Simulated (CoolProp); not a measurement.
R142b along the isobar 4.63 MPa: Z from the reference equation and from simpler models built on Tc = 137.1 °C, pc = 4.055 MPa, ω = 0.232; each cubic takes its own stable root.

Values from CoolProp's reference Helmholtz-energy equation of state, Lemmon 2006. It is a short technical equation, of lower accuracy than the large ones.

```csv
T (°C),phase,reference
14.55,liquid,0.1691
37.35,liquid,0.1645
60.15,liquid,0.1621
82.95,liquid,0.1624
105.75,liquid,0.1671
128.45,liquid,0.1827
151.25,supercritical,0.4461
174.05,supercritical,0.6260
196.85,supercritical,0.7126
```

Question: How far does each simpler model (van der Waals, Redlich-Kwong, Soave-Redlich-Kwong, Peng-Robinson) lie from the reference over these 9 states: mean and median of the absolute difference, and the worst?

Answer: 
- van der Waals: mean 41.8 %, median 58.9 %, worst +62.9 % at 14.55 °C and 4.63 MPa
- Redlich-Kwong: mean 12.6 %, median 14.7 %, worst +25.6 % at 128.45 °C and 4.63 MPa
- Soave-Redlich-Kwong: mean 11.1 %, median 10.9 %, worst +23.2 % at 128.45 °C and 4.63 MPa
- Peng-Robinson: mean 2.7 %, median 1.6 %, worst +10.5 % at 128.45 °C and 4.63 MPa
